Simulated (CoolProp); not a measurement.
A Linde-Hampson liquefier for normal hydrogen: isothermal reversible compression at 230 K from 1 atm to 30 MPa, throttling to 1 atm, return gas leaving the recuperator 2 K below the feed. Each further row changes one setting.

Model: reference Helmholtz-energy equation of state, Leachman 2009, in CoolProp.

| case | compression work (kJ/kg of gas) |
|---|---|
| as stated | 5600 |
| high pressure 60 MPa | 6490 |
| warm-end temperature 260 K | 6320 |
| warm-end gap 7 K | 5600 |
